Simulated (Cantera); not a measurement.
An isothermal, constant-pressure homogeneous reactor starts with 24.4 % C2H6, 75.6 % N2, at 1598 K and 0.00140 bar.

Cantera simulation using GRI-Mech 3.0 (53 species, 325 reactions); the numbers are that mechanism's predictions, not measurements. GRI-Mech 3.0 stops at C3 and has no aromatics, soot or wall deposition, so with more carbon than oxygen in the feed, carbon stays in small species such as C2H2 where larger ones or solid carbon would form. Radical loss at walls, strong at low pressure, is not modelled.

x: mole fraction; the columns are a selection and need not sum to one.

| t (s) | x C2H6 | x H2 | x C2H2 | x C2H | x CH3 |
|---|---|---|---|---|---|
| 3.00e-6 | 0.244 | 1.11e-9 | <1e-12 | <1e-12 | 7.08e-5 |
| 1.72e-5 | 0.244 | 3.38e-8 | <1e-12 | <1e-12 | 0.000405 |
| 9.85e-5 | 0.242 | 2.12e-6 | 4.83e-11 | <1e-12 | 0.00229 |
| 0.000565 | 0.234 | 0.000519 | 1.34e-7 | <1e-12 | 0.0119 |
| 0.00324 | ___ | ___ | ___ | ___ | ___ |
| 0.0185 | 0.00162 | 0.166 | 0.0699 | 2.23e-6 | 0.0162 |
| 0.106 | ___ | ___ | ___ | ___ | ___ |
| 0.609 | 8.84e-6 | 0.249 | 0.140 | 3.78e-7 | 0.00105 |
| 3.49 | 4.23e-6 | 0.275 | 0.148 | 4.09e-7 | 0.000734 |
| 20.0 | 4.92e-7 | 0.314 | 0.160 | 6.29e-7 | 0.000279 |

Task: Some entries are withheld; supply them.

Result: 
- 0.00324, x C2H6: 0.150
- 0.00324, x H2: 0.0339
- 0.00324, x C2H2: 0.00108
- 0.00324, x C2H: 7.94e-8
- 0.00324, x CH3: 0.0452
- 0.106, x C2H6: 3.37e-5
- 0.106, x H2: 0.226
- 0.106, x C2H2: 0.123
- 0.106, x C2H: 6.62e-7
- 0.106, x CH3: 0.00235
